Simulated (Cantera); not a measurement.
An adiabatic, constant-volume homogeneous reactor starts with CO : H2 : CH4 : O2 : N2 : CO2 = 1 : 1.1 : 0.22 : 2.26 : 8.49 : 1.5 (molar parts), at 1400 K and 975 Torr. Integrator tolerance rtol = 1e-08.

Cantera simulation using GRI-Mech 3.0 (53 species, 325 reactions); the numbers are that mechanism's predictions, not measurements.

Question: How do the results move with these cheaper or finer settings: rtol 1e-08 to 0.01?

Answer: 
```csv
setting,time of steepest temperature rise,temperature at 3.00 s,equilibrium temperature,x(CO) at 3.00 s,integrator steps
as above,29.9 µs,2593 K,2593 K,0.0273,1587
rtol 1e-08 to 0.01,59.4 µs,2594 K,2593 K,0.0274,430
```
